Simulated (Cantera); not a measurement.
A Cantera script and its output.

```python
import numpy as np
import cantera as ct

gas = ct.Solution("gri30.yaml")
gas.TPX = 2098, 2666, {'NO': 1, 'N2': 6.5}
inlet = ct.Reservoir(gas, clone=True)

reactor = ct.IdealGasConstPressureReactor(gas, energy="off", clone=False)
exhaust = ct.Reservoir(gas, clone=True)
tau = [14, 2.4, 0.41, 0.07, 0.012, 0.0021, 0.00035][0]
for a, b in ((inlet, reactor), (reactor, exhaust)):
    ct.MassFlowController(a, b, mdot=lambda t: reactor.mass / tau)
net = ct.ReactorNet([reactor])
show = ['NO', 'O', 'N2O', 'O2', 'N2', 'NO2']

rows = []
print(f"{'tau/s':>10s}{'T/K':>9s}" + "".join(f"{s:>11s}" for s in show))
for tau in [14, 2.4, 0.41, 0.07, 0.012, 0.0021, 0.00035]:
    net.initial_time = 0.0
    net.advance(30 * tau)
    before = gas.X
    net.advance(40 * tau)
    drift = np.max(np.abs(gas.X - before) / (gas.X + 1e-9))
    rows.append([gas.T, *gas[show].X, drift])
    print(f"{tau:10.3e}{gas.T:9.1f}" + "".join(f"{x:11.3e}" for x in gas[show].X))
```

Output:

```
     tau/s      T/K         NO          O        N2O         O2         N2        NO2
 1.400e+01   2098.0  3.614e-02  1.837e-03  4.760e-07  4.761e-02  9.144e-01  4.141e-06
 2.400e+00   2098.0  9.758e-02  1.153e-03  3.634e-06  1.725e-02  8.840e-01  6.745e-06
 4.100e-01   2098.0  1.294e-01  4.601e-04  7.307e-06  1.702e-03  8.684e-01  3.282e-06
 7.000e-02   2098.0  1.330e-01  1.306e-04  7.661e-06  8.175e-05  8.668e-01  9.992e-07
 1.200e-02   2098.0  1.333e-01  2.051e-05  5.254e-06  2.112e-06  8.667e-01  1.529e-07
 2.100e-03   2098.0  1.333e-01  2.729e-06  1.812e-06  4.856e-08  8.667e-01  1.433e-08
 3.500e-04   2098.0  1.333e-01  3.946e-07  3.642e-07  1.167e-09  8.667e-01  7.328e-10
```

Detailed kinetics in Cantera: GRI-Mech 3.0 (53 species, 325 reactions). Radical loss at walls, strong at low pressure, is not modelled.
